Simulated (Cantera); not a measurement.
Charge: 1 mol Si, 2.8 mol Cl2, 7.1 mol H2, held at 1100 °C and 1 atm.

These are equilibrium values from Cantera (NASA tables, ideal gas, pure condensed phases), not measurements of a reactor. Candidate condensed phases: Si; 19 gas species. The tables' values for SiCl3 are old estimates; treat these amounts as uncertain. The numbers say what is thermodynamically allowed, not how fast it happens.

Base state: H2 0.672, HCl 0.217, SiCl4 0.0784, SiHCl3 0.0153, SiCl3 0.0104, SiCl2 0.00641, SiH2Cl2 0.000445 (mole fractions); condensed: gas only.

### Question
What changes in the equilibrium state with this change: temperature from 1100 °C to 302 °C?

### Answer
```csv
species,before,after
H2,0.672,0.708
HCl,0.217,0.180
SiCl4,0.0784,0.112
SiCl3,0.0104,<1e-9
SiHCl3,0.0153,6.57e-6
SiCl2,0.00641,<1e-9
SiH2Cl2,0.000445,<1e-9
```
